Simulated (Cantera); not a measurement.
Feed: 1 mol B2O3, 2.9 mol H2, at 32.3 Torr.

Cantera equilibrium calculation (NASA polynomials, part measured and part estimated; ideal gas, pure solids and liquids). Candidate condensed phases: B, B2O3, B3O3H3, H2O; 23 gas species. Kinetics and transport are ignored. All values below are at 2175 K.

Base state: H2 0.627, B2O3 0.142, HBO2 0.0988, HBO 0.0650, BO 0.0240, H 0.0186, B2O2 0.0144, H2O 0.00925 (mole fractions); condensed: gas only.

Q: What changes in the equilibrium state with this change: H2 from 2.9 to 54 mol?

A: 
```
species    before     after
-------  --------  --------
H2          0.627     0.938
H          0.0186    0.0228
HBO        0.0650    0.0156
B2O3        0.142   0.00227
HBO2       0.0988   0.00985
B2O2       0.0144  0.000556
BO         0.0240   0.00471
BO2      0.000475   3.87e-5
OH        3.69e-5   1.88e-5
H2O       0.00925   0.00575
```
